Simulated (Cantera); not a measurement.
Feed: 1 mol Si₃N₄, 0.32 mol Si, 0.61 mol H₂, at 2600 °C and 10.0 mbar.

Method: chemical equilibrium by Gibbs-energy minimisation in Cantera with the NASA 1993 tables (ideal gas, pure condensed phases). Candidate condensed phases: Si, Si₃N₄; 18 gas species. The tables' values for SiN are old estimates; treat these amounts as uncertain. The numbers say what is thermodynamically allowed, not how fast it happens.

Base state: Si 0.513, N₂ 0.312, H 0.149, H₂ 0.0202, Si₂ 0.00210, SiN 0.00177, SiH 0.00117, Si₂N 0.000120 (mole fractions); condensed: gas only.

Problem. What changes in the equilibrium state with this change: pressure from 10.0 mbar to 46.0 mbar?

Solution. 
```csv
species,before,after
Si,0.513,0.509
N₂,0.312,0.323
H,0.149,0.104
H₂,0.0202,0.0452
Si₃,3.06e-5,0.000633
SiH₂,6.34e-6,6.47e-5
Si₂N,0.000120,0.00119
```
Gases not in the tables: Si₂H₆ and higher silanes.
